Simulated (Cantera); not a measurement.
Feed: 1 mol SiH4, 0.58 mol Cl2, 4.1 mol H2, equilibrated at 1227 °C and 101000 Pa.

Method: chemical equilibrium by Gibbs-energy minimisation in Cantera with the NASA 1993 tables (ideal gas, pure condensed phases). The tables' values for SiCl3 are old estimates; treat these amounts as uncertain. The numbers say what is thermodynamically allowed, not how fast it happens.

```csv
species,before,after
H2,0.880,0.941
SiCl4,0.00372,0.0262
SiHCl3,0.00414,0.0206
HCl,0.0819,0.0101
SiCl2,0.0245,0.000194
H,1.64e-5,3.99e-9
SiCl3,0.00535,0.000490
SiH2Cl2,0.000733,0.00179
SiH3Cl,3.81e-5,4.02e-5
"Si(s), mol",0.746,0.686
```
Gas species are given as mole fractions.

Q: Name the change that produced these shifts.
A. Cl2 from 0.58 to 0.5 mol
B. H2 from 4.1 to 970 mol
C. temperature from 1227 °C to 750 °C
D. temperature from 1227 °C to 1452 °C

A: C, temperature from 1227 °C to 750 °C
